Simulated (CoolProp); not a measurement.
Vapour-liquid equilibrium of acetone (1) + n-dodecane (2) at 458.5 K; x and y are mole fractions of (1).

Values from CoolProp's multi-fluid Helmholtz-energy mixture model, Lemmon 2006 and Lemmon 2004; pair parameters Bell 2016.

```tsv
x	bubble pressure, mixture model (MPa)	bubble pressure, Raoult's law (MPa)	y, mixture model	y, Raoult's law
0.05	0.1321	0.1518	0.655	0.715
0.15	0.3531	0.3642	0.872	0.894
0.25	0.6005	0.5766	0.925	0.941
0.35	0.8355	0.7890	0.946	0.962
0.45	1.039	1.001	0.957	0.975
0.55	1.214	1.214	0.964	0.983
0.65	1.377	1.426	0.970	0.989
0.75	1.550	1.639	0.976	0.993
0.85	1.757	1.851	0.984	0.996
0.95	2.017	2.063	0.994	0.999
```

The largest gap from Raoult's law is -13.0 % in bubble pressure, at x = 0.05. No azeotrope shows between x = 0.05 and 0.95.

The pair parameters rest on a limited set of measurements; away from them the model extrapolates. The gap from Raoult's law changes sign with composition, which may be real or a fault of the pair parameters; it wasn't checked against measurements.
